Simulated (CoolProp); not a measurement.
The fluid at 293.15 K and 0.56 MPa flows at 2.7 m/s in a round tube of 12.7 mm bore and 0.25 µm roughness, fully developed (64/Re and Nu = 3.66 if laminar; Colebrook and Gnielinski if turbulent). The same conditions are run with several fluids, on thermodynamics alone (safety and materials aside).

Model: reference Helmholtz-energy equation of state of each fluid (o-xylene: Zhou 2012; R11: Jacobsen 1992; n-butane: Bücker 2006; R123: Younglove 1994; R124: de Vries 1995), in CoolProp.

Q: Rank o-xylene, R11, n-butane, R123, R124 by Reynolds number, highest first.

A: R124 (178000), n-butane (119000), R123 (114000), R11 (112000), o-xylene (37100)

| fluid | Darcy friction factor | pressure drop (Pa/m) | heat-transfer coefficient (W/(m² K)) | mass flow (kg/h) |
|---|---|---|---|---|
| o-xylene | 0.0224 | 5670 | 3140 | 1080 |
| R11 | 0.0177 | 7570 | 3790 | 1830 |
| n-butane | 0.0175 | 2900 | 4430 | 713 |
| R123 | 0.0176 | 7480 | 3800 | 1820 |
| R124 | 0.0162 | 6370 | 4390 | 1690 |

Transport values come from each fluid's own correlations; those of R11, R124 are estimates that may be off by 10 % or more.
